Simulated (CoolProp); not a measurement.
The numbers come from the reference Helmholtz-energy equation of state, Span 2000 in CoolProp.

### Question
For nitrogen, give the phase and the cp (kJ/(kg K)), cv (kJ/(kg K)), Joule-Thomson coefficient (K/MPa), conductivity (mW/(m K)) at 780.2 K and 5.67 MPa; 264.4 K and 1.14 MPa; 684.1 K and 8.25 MPa.

### Answer
- 780.2 K and 5.67 MPa: supercritical; cp 1.13, cv 0.823, Joule-Thomson coefficient -0.408, conductivity 55.3
- 264.4 K and 1.14 MPa: gas; cp 1.06, cv 0.746, Joule-Thomson coefficient 2.67, conductivity 23.8
- 684.1 K and 8.25 MPa: supercritical; cp 1.11, cv 0.801, Joule-Thomson coefficient -0.282, conductivity 50.9

Thermal conductivity comes from a separate model (Lemmon 2004).
